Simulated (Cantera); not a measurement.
Cantera with NASA thermochemical tables; ideal gases at 1 bar, condensed phases pure. Values are per mole of reaction as written; species without (g) are pure solids or liquids, kept so even where they would boil at 1 bar.

3 N2O(g) + Cr2N = 7 N(g) + Cr2O3, with ΔH° = 2054.5 kJ and ΔS° = 428.5 J/K at 300 K.

Question: How far is the shortcut ΔG° ≈ ΔH°(300 K) − T·ΔS°(300 K) from the full temperature-dependent value at 1250, 1325, 1400, 1475, 1550, 1625, 1700 K?

Answer: 
```tsv
T (K)	shortcut (kJ)	full (kJ)	difference (kJ)	difference in log10 K
1250	1518.9	1477.9	41.1	-1.72
1325	1486.8	1441.4	45.4	-1.79
1400	1454.7	1405.0	49.7	-1.85
1475	1422.5	1368.5	54.0	-1.91
1550	1390.4	1332.1	58.3	-1.96
1625	1358.2	1295.7	62.6	-2.01
1700	1326.1	1259.2	66.9	-2.05
```
The shortcut ignores the heat-capacity change of the reaction.
